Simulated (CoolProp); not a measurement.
Dimethyl carbonate at several states: fugacity coefficient from the reference equation and from simpler models built on Tc = 283.9 °C, pc = 4.909 MPa, ω = 0.346; each cubic takes its own stable root.

Values from CoolProp's reference Helmholtz-energy equation of state, Zhou 2011.

```tsv
T (°C)	p (MPa)	phase	reference
107.35	0.401	liquid	0.4106
54.75	9.38	liquid	0.004034
125.55	2.93	liquid	0.09699
262.85	0.0163	gas	0.9987
78.35	15.3	liquid	0.007018
156.75	0.0386	gas	0.9938
```

Task: How far does each simpler model (Redlich-Kwong, Soave-Redlich-Kwong) lie from the reference over these 6 states: mean and median of the absolute difference, and the worst?

Result: 
- Redlich-Kwong: mean 89.0 %, median 88.5 %, worst +199.7 % at 54.75 °C and 9.38 MPa
- Soave-Redlich-Kwong: mean 0.9 %, median 0.3 %, worst +3.3 % at 78.35 °C and 15.3 MPa
